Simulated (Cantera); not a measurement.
A closed system holds: 1 mol Si2H6, 0.8 mol HCl, 4.1 mol N2, equilibrated at 5.60 mbar.

Cantera equilibrium calculation (NASA polynomials, part measured and part estimated; ideal gas, pure solids and liquids). Candidate condensed phases: NH4Cl, Si, Si3N4; 28 gas species. The feed counts by its element totals alone. N2 is the only nitrogen source here; it is nearly inert below about 1500 K, so the nitride shown seldom forms there in practice. The tables' values for SiCl3 are old estimates; treat these amounts as uncertain. Kinetics and transport are ignored. All values below are at 1400 K.

Base state: H2 0.458, N2 0.422, HCl 0.118, SiCl2 0.00162, SiCl3 0.000105, H 4.40e-5, SiCl4 2.89e-5 (mole fractions); condensed: Si3N4(s).

What changes in the equilibrium state with this change: pressure from 5.60 mbar to 16.0 mbar?


```csv
species,before,after
H2,0.458,0.458
N2,0.422,0.422
HCl,0.118,0.120
SiCl2,0.00162,0.000828
H,4.40e-5,2.60e-5
SiCl4,2.89e-5,4.35e-5
SiHCl3,7.95e-6,1.18e-5
"Si3N4(s), mol",0.663,0.665
```

What changes in the equilibrium state with this change: Si2H6 replaced by SiCl4?


| species | before | after |
|---|---|---|
| N2 | 0.422 | 0.693 |
| SiCl4 | 2.89e-5 | 0.167 |
| HCl | 0.118 | 0.135 |
| H2 | 0.458 | 8.54e-6 |
| Cl2 | <1e-9 | 4.25e-5 |
| Cl | 9.33e-6 | 0.00248 |
| H | 4.40e-5 | 1.90e-7 |
| SiCl3 | 0.000105 | 0.00228 |
| Si3N4(s), mol | 0.663 | 0 |
